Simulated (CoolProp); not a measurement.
Vapour-liquid equilibrium of acetone (1) + dimethyl carbonate (2) at 158 kPa; x and y are mole fractions of (1).

Model: multi-fluid Helmholtz-energy mixture model, Lemmon 2006 and Zhou 2011; pair parameters Bell 2016, in CoolProp.

| x | bubble temperature (K) | y at the bubble point | dew temperature at overall composition x (K) | liquid density (mol/L) |
|---|---|---|---|---|
| 0.05 | 374.7 | 0.129 | 376.7 | 10.69 |
| 0.125 | … | 0.284 | 374.8 | 10.84 |
| 0.2 | 367.1 | 0.407 | 372.9 | 11.00 |
| 0.275 | 364.0 | 0.507 | … | 11.14 |
| 0.35 | 361.1 | … | 368.8 | 11.29 |
| 0.425 | 358.5 | … | 366.5 | … |
| 0.5 | 356.1 | 0.727 | 364.2 | 11.59 |
| 0.575 | 353.8 | 0.783 | 361.7 | 11.74 |
| 0.65 | 351.7 | 0.832 | 359.0 | 11.89 |
| 0.725 | 349.6 | 0.877 | 356.2 | 12.04 |
| 0.8 | … | 0.916 | 353.1 | 12.20 |
| 0.875 | 345.8 | 0.951 | 349.7 | 12.35 |
| 0.95 | 344.0 | 0.982 | 345.8 | 12.51 |

Question: Some entries are withheld; supply them.

Answer: 
- 0.125, bubble temperature (K): 370.6
- 0.275, dew temperature at overall composition x (K): 370.9
- 0.35, y at the bubble point: 0.591
- 0.425, y at the bubble point: 0.664
- 0.425, liquid density (mol/L): 11.44
- 0.8, bubble temperature (K): 347.7

No azeotrope shows between x = 0.05 and 0.95.

Pair parameters are fitted to limited data, so mixtures are less certain than the pure fluids.
